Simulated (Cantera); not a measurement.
A freely propagating, adiabatic, planar premixed flame of 50.2 % H2, 10.4 % O2, 39.3 % N2, unburnt at 500 K and 4.50 bar; mixture-averaged transport, grid criteria slope 0.08 and curve 0.16, no radiation.

Cantera simulation using the H2/O2 subset of GRI-Mech 3.0, which has no nitrogen chemistry; the numbers are that mechanism's predictions, not measurements. The hydrogen kinetics of GRI-Mech 3.0 are dated; newer H2 mechanisms differ, most at raised pressure. Burning velocities carry a grid error of a few per cent, more on coarse grids.

Task: Predict: laminar burning velocity; thermal thickness; peak x(O); peak x(HO2); peak x(H2O2).

Result: 
```
Property                     Result
------------------------  ---------
laminar burning velocity   606 cm/s
thermal thickness         0.0633 mm
peak x(O)                   0.00148
peak x(HO2)                0.000847
peak x(H2O2)                5.89e-5
```
